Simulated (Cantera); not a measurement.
Feed: 1 mol V2O5, 310 mol H2, 24 mol N2, equilibrated at 3.80 mbar.

Cantera equilibrium calculation (NASA polynomials, part measured and part estimated; ideal gas, pure solids and liquids). Candidate condensed phases: H2O, V, VN, VO, V2O3, V2O4, V2O5; 28 gas species. VO: taken at fixed stoichiometry. The numbers say what is thermodynamically allowed, not how fast it happens. All values below are at 1750 K.

Base state: H2 0.916, N2 0.0717, H2O 0.00893, H 0.00361, VO2 3.34e-5 (mole fractions); condensed: VO(s).

Task: What changes in the equilibrium state with this change: pressure from 3.80 mbar to 0.210 bar?

Result: 
```tsv
species	before	after
H2	0.916	0.919
N2	0.0717	0.0718
H2O	0.00893	0.00898
H	0.00361	0.000486
VO2	3.34e-5	6.06e-7
VO(s), mol	1.99	2.00
```

Task: What changes in the equilibrium state with this change: V2O5 replaced by V2O3?

Result: 
```csv
species,before,after
H2,0.916,0.922
N2,0.0717,0.0717
H,0.00361,0.00362
H2O,0.00893,0.00298
VO2,3.34e-5,1.11e-5
"VO(s), mol",1.99,1.99
```
